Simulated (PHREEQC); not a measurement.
Make-up at 25 °C: 3.5 mmol/kgw NaNO3. It is in equilibrium with CO2 at log p = -3.5 (atm). Otherwise closed; pH follows from the charge balance.

Equilibrium calculation in PHREEQC: ion-association model, phreeqc.dat.

Precipitation was switched off in this run.

### Question
Estimate the pH, specific conductance.

### Answer
pH 5.66; specific conductance 407 µS/cm.

### Question
In which forms is C present?

### Answer
CO2 82 %, HCO3- 18 % of the C.
